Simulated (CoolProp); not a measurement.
Vapour-liquid equilibrium of m-xylene (1) + n-undecane (2) at 343 kPa; x and y are mole fractions of (1).

Model: multi-fluid Helmholtz-energy mixture model, Zhou 2012 and Aleksandrov 2011; pair parameters Bell 2016, in CoolProp.

```
x      bubble temperature (K)  y at the bubble point  dew temperature at overall composition x (K)  liquid density (mol/L)
-----  ----------------------  ---------------------  --------------------------------------------  ----------------------
0.05                    521.6                  0.112                                         524.0                   3.579
0.125                   515.5                  0.260                                         521.1                   3.747
0.2                     509.7                  0.388                                         518.0                   3.923
0.275                   504.2                  0.498                                         514.8                   4.107
0.35                    498.9                  0.592                                         511.5                   4.301
0.425                   494.0                  0.672                                         507.9                   4.506
0.5                     489.3                  0.741                                         504.0                   4.723
0.575                   484.9                  0.800                                         499.9                   4.953
0.65                    480.7                  0.850                                         495.4                   5.198
0.725                   476.8                  0.893                                         490.5                   5.460
0.8                     473.1                  0.929                                         484.9                   5.740
0.875                   469.6                  0.959                                         478.5                   6.041
0.95                    466.4                  0.985                                         470.7                   6.364
```

No azeotrope shows between x = 0.05 and 0.95.

The pair parameters rest on a limited set of measurements; away from them the model extrapolates.
